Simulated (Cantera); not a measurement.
Charge: 1 mol SiH4, 2.9 mol NH3, 42 mol N2, equilibrated at 2000 K and 0.240 bar.

Equilibrium computed with Cantera from the NASA thermochemical tables; the gas is ideal and each condensed phase is pure. Candidate condensed phases: Si, Si3N4; 18 gas species. The tables' values for SiN are old estimates; treat these amounts as uncertain. Gases not in the tables: Si2H6 and higher silanes. Equilibrium is a limit: real reactors are often held back by kinetics, nucleation or transport.

Base state: N2 0.870, H2 0.129, H 0.00119, Si 0.000155, Si2N 2.06e-5, SiH 1.84e-5, SiN 1.84e-5, SiH2 1.16e-5 (mole fractions); condensed: Si3N4(s).

Problem. What changes in the equilibrium state with this change: pressure from 0.240 bar to 46.0 mbar?

Solution. 
| species | before | after |
|---|---|---|
| N2 | 0.870 | 0.870 |
| H2 | 0.129 | 0.126 |
| H | 0.00119 | 0.00269 |
| Si | 0.000155 | 0.000947 |
| Si2N | 2.06e-5 | 6.47e-5 |
| SiN | 1.84e-5 | 4.93e-5 |
| Si3N4(s), mol | 0.329 | 0 |
| Si(l), mol | 0 | 0.939 |
